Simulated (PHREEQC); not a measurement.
Solution (20 °C): 65 mmol/kgw NH3, 0.32 mmol/kgw Na2SiO3 and 7.9 mmol/kgw Na2CO3. Closed to the air; pH follows from the charge balance.

All values are PHREEQC results (ion-association model, phreeqc.dat), not measurements.

| quantity | before | after |
|---|---|---|
| pH | 11.33 | 11.19 |
| ionic strength (mol/kgw) | 0.0231 | 0.0223 |
| Na+ (mol/kgw) | 0.0156 | 0.0156 |
| CO3-2 (mol/kgw) | 0.00657 | 0.00641 |
| NH4+ (mol/kgw) | 0.000888 | 0.000243 |
| NaCO3- (mol/kgw) | 0.000847 | 0.000834 |
| SI of Quartz (SiO2) | -0.94 | -0.81 |

### Question
Which change was made?
(A) Na2CO3 from 0.0079 to 0.00711 mol/kgw
(B) diluted 5-fold with water
(C) NH3 from 0.065 to 0.013 mol/kgw

### Answer
C, NH3 from 0.065 to 0.013 mol/kgw

Precipitation was switched off in this run.
